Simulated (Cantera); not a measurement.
# Premixed flame

A freely propagating, adiabatic, planar premixed flame of C2H4 : O2 : N2 : H2O = 1 : 2.31 : 8.68 : 0.47 (molar parts), unburnt at 375 K and 2.10 bar; mixture-averaged transport, grid criteria slope 0.08 and curve 0.16, no radiation.

Computed with Cantera and GRI-Mech 3.0 (53 species, 325 reactions). GRI-Mech 3.0 was tuned for natural gas; its chemistry of ethylene as a main component is partial and can be far from experiment. Burning velocities carry a grid error of a few per cent, more on coarse grids.

```
z (mm)   T (K)  u (m/s)    x C2H4     x O2   x H2O     x CH3     x NO    x C2H6
-------  -----  -------  --------  -------  ------  --------  -------  --------
-0.374     375     1.01    0.0802    0.185  0.0377     <1e-8    <1e-8     <1e-8
-0.250     375     1.01    0.0801    0.185  0.0377     <1e-8    <1e-8   2.74e-8
-0.187     378     1.02    0.0799    0.184  0.0379     <1e-8    <1e-8   3.52e-7
-0.125     401     1.09    0.0791    0.182  0.0396   8.50e-8  1.80e-8   4.79e-6
-0.0624    717     1.98    0.0676    0.157  0.0614   4.96e-5  7.78e-7  0.000190
-0.0312   1162     3.28    0.0445    0.117  0.0903  0.000626  3.38e-6  0.000422
0         1589     4.57    0.0174   0.0718   0.119   0.00130  8.42e-6  0.000161
0.0312    1864     5.43   0.00331   0.0391   0.138   0.00102  1.76e-5   1.49e-5
0.0624    2000     5.83  0.000304   0.0205   0.147  0.000375  2.99e-5   5.60e-7
0.125     2078     6.02   7.48e-7  0.00751   0.149   1.43e-5  4.87e-5     <1e-8
0.250     2127     6.12     <1e-8  0.00353   0.148   1.65e-8  6.08e-5     <1e-8
0.499     2176     6.23     <1e-8  0.00222   0.149     <1e-8  6.75e-5     <1e-8
0.998     2223     6.35     <1e-8  0.00123   0.153     <1e-8  7.38e-5     <1e-8
```
x: mole fraction of selected species; z is measured from the peak of heat release.

| Item | Value |
|---|---|
| laminar burning velocity | 101 cm/s |
| thermal thickness | 0.125 mm |
| peak x(CH3) | 0.00133 |
| peak x(C2H6) | 0.000424 |
| grid points | 149 |
